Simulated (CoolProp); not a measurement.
Model: reference Helmholtz-energy equation of state, Lemmon 2006, in CoolProp. It is a short technical equation, of lower accuracy than the large ones.

### Question
For C2F6 (R116), give the phase and the density (kg/m³), Prandtl number at 248.3 K and 24.5 bar; 314.9 K and 24.5 bar; 328.2 K and 24.5 bar.

### Answer
- 248.3 K and 24.5 bar: liquid; density 1350, Prandtl number 3.57
- 314.9 K and 24.5 bar: gas; density 172, Prandtl number 0.915
- 328.2 K and 24.5 bar: gas; density 156, Prandtl number 0.887

Viscosity comes from a separate model (Huber 2003), an estimate that may be off by 10 % or more. Thermal conductivity comes from a separate model (Huber 2003), an estimate that may be off by 10 % or more.
